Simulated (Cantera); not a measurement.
Standard-state values (1 bar) from the NASA 1993 polynomials, evaluated with Cantera. Values are per mole of reaction as written; species without (g) are pure solids or liquids, kept so even where they would boil at 1 bar.

SF₆(g) + 3 Pb = S + 3 PbF₂

```tsv
T (K)	ΔH° (kJ)	ΔS° (J/K)	ΔG° (kJ)	log10 K	condensed phases
300	-810.3	-114.6	-775.9	135.10	Pb(s), S(s), PbF₂(s)
573	-791.3	-69.4	-751.5	68.51	Pb(s), S(l), PbF₂(s)
598	?	?	?	?	Pb(s), S(l), PbF₂(s)
623	-795.6	-76.4	-748.0	62.72	Pb(l), S(l), PbF₂(s)
648	-791.0	-69.2	-746.2	60.15	Pb(l), S(l), PbF₂(s)
673	?	?	?	?	Pb(l), S(l), PbF₂(s)
698	?	?	?	?	Pb(l), S(l), PbF₂(s)
723	-775.7	-46.8	-741.9	53.60	Pb(l), S(l), PbF₂(s)
748	?	?	?	?	Pb(l), S(l), PbF₂(s)
773	-766.8	-34.8	-739.9	49.99	Pb(l), S(l), PbF₂(s)
798	-763.1	-30.2	-739.0	48.38	Pb(l), S(l), PbF₂(s)
823	-760.0	-26.3	-738.3	46.86	Pb(l), S(l), PbF₂(s)
```

What belongs in the gaps?


- 598, ΔH° (kJ): -784.8
- 598, ΔS° (J/K): -58.3
- 598, ΔG° (kJ): -750.0
- 598, log10 K: 65.51
- 673, ΔH° (kJ): -786.0
- 673, ΔS° (J/K): -61.5
- 673, ΔG° (kJ): -744.6
- 673, log10 K: 57.79
- 698, ΔH° (kJ): -780.7
- 698, ΔS° (J/K): -53.9
- 698, ΔG° (kJ): -743.1
- 698, log10 K: 55.61
- 748, ΔH° (kJ): -771.0
- 748, ΔS° (J/K): -40.4
- 748, ΔG° (kJ): -740.8
- 748, log10 K: 51.73
